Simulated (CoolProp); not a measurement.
R507A along the isobar 2160 kPa: density (kg/m³) from the reference equation and from simpler models built on Tc = 70.6 °C, pc = 3705 kPa, ω = 0.286; each cubic takes its own stable root.

The numbers come from the reference Helmholtz-energy equation of state, Lemmon 2003 in CoolProp. It is a pseudo-pure fit of the blend.

```json
[
 {"T (°C)": "-9.55", "phase": "liquid", "reference": "1201", "van der Waals": "(withheld)", "Redlich-Kwong": "994.5", "Soave-Redlich-Kwong": "1043", "Peng-Robinson": "1182"},
 {"T (°C)": "-6.05", "phase": "liquid", "reference": "1189", "van der Waals": "690.8", "Redlich-Kwong": "981.3", "Soave-Redlich-Kwong": "1031", "Peng-Robinson": "1167"},
 {"T (°C)": "-2.45", "phase": "liquid", "reference": "1175", "van der Waals": "682.6", "Redlich-Kwong": "967.2", "Soave-Redlich-Kwong": "1017", "Peng-Robinson": "1152"},
 {"T (°C)": "1.15", "phase": "liquid", "reference": "1162", "van der Waals": "674.1", "Redlich-Kwong": "952.8", "Soave-Redlich-Kwong": "1002", "Peng-Robinson": "1136"},
 {"T (°C)": "4.65", "phase": "liquid", "reference": "1148", "van der Waals": "665.4", "Redlich-Kwong": "938.2", "Soave-Redlich-Kwong": "988.0", "Peng-Robinson": "1120"},
 {"T (°C)": "8.25", "phase": "liquid", "reference": "1133", "van der Waals": "656.1", "Redlich-Kwong": "922.6", "Soave-Redlich-Kwong": "(withheld)", "Peng-Robinson": "1102"},
 {"T (°C)": "11.85", "phase": "liquid", "reference": "1118", "van der Waals": "646.3", "Redlich-Kwong": "906.4", "Soave-Redlich-Kwong": "956.4", "Peng-Robinson": "1084"},
 {"T (°C)": "15.35", "phase": "liquid", "reference": "1103", "van der Waals": "(withheld)", "Redlich-Kwong": "(withheld)", "Soave-Redlich-Kwong": "940.0", "Peng-Robinson": "1065"},
 {"T (°C)": "18.95", "phase": "liquid", "reference": "1087", "van der Waals": "625.1", "Redlich-Kwong": "872.3", "Soave-Redlich-Kwong": "922.2", "Peng-Robinson": "1045"},
 {"T (°C)": "22.55", "phase": "liquid", "reference": "1070", "van der Waals": "613.2", "Redlich-Kwong": "853.7", "Soave-Redlich-Kwong": "903.5", "Peng-Robinson": "1024"},
 {"T (°C)": "26.05", "phase": "liquid", "reference": "1053", "van der Waals": "600.6", "Redlich-Kwong": "834.5", "Soave-Redlich-Kwong": "884.3", "Peng-Robinson": "1002"},
 {"T (°C)": "29.65", "phase": "liquid", "reference": "1034", "van der Waals": "127.4", "Redlich-Kwong": "813.4", "Soave-Redlich-Kwong": "863.2", "Peng-Robinson": "977.9"},
 {"T (°C)": "33.15", "phase": "liquid", "reference": "1015", "van der Waals": "122.9", "Redlich-Kwong": "791.3", "Soave-Redlich-Kwong": "841.1", "Peng-Robinson": "952.8"}
]
```

Question: Fill in the missing entries.

Answer: 
- -9.55, van der Waals: 698.5
- 8.25, Soave-Redlich-Kwong: 972.6
- 15.35, van der Waals: 636.2
- 15.35, Redlich-Kwong: 890.0

At some of these states van der Waals gives the other phase, because its saturation line lies elsewhere.
